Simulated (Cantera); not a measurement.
Charge: 1 mol Si₃N₄, 0.2 mol N₂O, 130 mol N₂, 0.11 mol CO₂, held at 1648 K and 820 Pa.

These are equilibrium values from Cantera (NASA tables, ideal gas, pure condensed phases), not measurements of a reactor. Mutual solubility and eutectic melting of coexisting phases are not modelled. Rates play no part.

```json
[
 {"species": "N₂", "before": "0.998", "after": "0.997"},
 {"species": "CO", "before": "0.000842", "after": "0.00203"},
 {"species": "SiO", "before": "0.00120", "after": "0.00118"},
 {"species": "Si₂N₂O(s), mol", "before": "0.153", "after": "0"},
 {"species": "Si₃N₄(s), mol", "before": "0.845", "after": "0"},
 {"species": "SiC(s), mol", "before": "0", "after": "0.845"}
]
```
Gas species are given as mole fractions.

Problem. Which change was made?
A. CO₂ from 0.11 to 1.6 mol
B. temperature from 1648 K to 1598 K
C. temperature from 1648 K to 2073.15 K
D. Si₃N₄ replaced by SiC

Solution. D, Si₃N₄ replaced by SiC
